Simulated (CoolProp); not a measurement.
Ethanol along the isobar 2710 kPa: Z from the reference equation and from simpler models built on Tc = 514.7 K, pc = 6268 kPa, ω = 0.644; each cubic takes its own stable root.

Values from CoolProp's reference Helmholtz-energy equation of state, Schroeder 2014.

```
T (K)   phase  reference
-----  ------  ---------
182.4  liquid    0.09281
189.3  liquid    0.09008
196.3  liquid    0.08750
203.3  liquid    0.08509
210.3  liquid    0.08285
217.3  liquid    0.08075
224.3  liquid    0.07879
231.3  liquid    0.07695
238.2  liquid    0.07524
245.2  liquid    0.07361
252.2  liquid    0.07208
259.2  liquid    0.07064
266.2  liquid    0.06927
273.2  liquid    0.06799
280.2  liquid    0.06677
```

### Question
How far does each simpler model (van der Waals, Redlich-Kwong, Soave-Redlich-Kwong, Peng-Robinson) lie from the reference over these 15 states: mean and median of the absolute difference, and the worst?

### Answer
- van der Waals: mean 85.0 %, median 84.8 %, worst +86.0 % at 182.4 K and 2710 kPa
- Redlich-Kwong: mean 24.7 %, median 24.7 %, worst +25.3 % at 280.2 K and 2710 kPa
- Soave-Redlich-Kwong: mean 19.0 %, median 18.8 %, worst +21.1 % at 182.4 K and 2710 kPa
- Peng-Robinson: mean 6.2 %, median 6.0 %, worst +8.3 % at 182.4 K and 2710 kPa
